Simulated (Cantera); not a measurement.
Feed: 1 mol B₂O₃, 1.1 mol NF₃, 4 mol O₂, at 1425 K and 7.50 Torr.

Cantera equilibrium calculation (NASA polynomials, part measured and part estimated; ideal gas, pure solids and liquids). Candidate condensed phases: B, BN, B₂O₃; 31 gas species. The numbers say what is thermodynamically allowed, not how fast it happens.

Base state: O₂ 0.656, BOF 0.179, BF₃ 0.0884, N₂ 0.0746, B₃O₃F₃ 0.00153, NO 0.000452, BOF₂ 0.000154, B₂O₃ 5.05e-5 (mole fractions); condensed: gas only.

Problem. What changes in the equilibrium state with this change: O₂ from 4 to 0.074 mol?

Solution. 
```csv
species,before,after
BOF,0.179,0.363
O₂,0.656,0.267
BF₃,0.0884,0.193
B₃O₃F₃,0.00153,0.0127
N₂,0.0746,0.163
B₂O₃,5.05e-5,0.000192
BOF₂,0.000154,0.000260
O,1.12e-5,7.17e-6
```
